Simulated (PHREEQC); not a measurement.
Solution (45 °C): 0.13 mol/kgw HCl and 0.0003 mol/kgw CaCl2. Closed to the air; pH follows from the charge balance.

Equilibrium calculation in PHREEQC: ion-association model, phreeqc.dat.

### Question
The ionic strength comes out as 0.131 mol/kgw. What activity coefficients do H+, Cl-, Ca+2 get?

### Answer
H+ 0.81, Cl- 0.74, Ca+2 0.35.

Precipitation was switched off in this run. Complexes and solids missing from the database can't appear. At this temperature some constants are extrapolated from 25 °C, and those without enthalpy data are left unchanged.
